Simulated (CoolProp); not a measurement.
Model: reference Helmholtz-energy equation of state, Schmidt 1985, in CoolProp.

Q: Give the vapour pressure (MPa), liquid density (kg/m³), vapour density (kg/m³), vapour viscosity (µPa s) of saturated oxygen at 132.6, 134.8, 141.5 K.

A: 
```json
[
 {"T (K)": "132.6", "p (MPa)": "1.99", "liquid density (kg/m³)": "882", "vapour density (kg/m³)": "78.6", "vapour viscosity (µPa s)": "10.8"},
 {"T (K)": "134.8", "p (MPa)": "2.20", "liquid density (kg/m³)": "863", "vapour density (kg/m³)": "88.3", "vapour viscosity (µPa s)": "11.0"},
 {"T (K)": "141.5", "p (MPa)": "2.98", "liquid density (kg/m³)": "797", "vapour density (kg/m³)": "127", "vapour viscosity (µPa s)": "12.1"}
]
```

Viscosity comes from a separate model (Lemmon 2004).
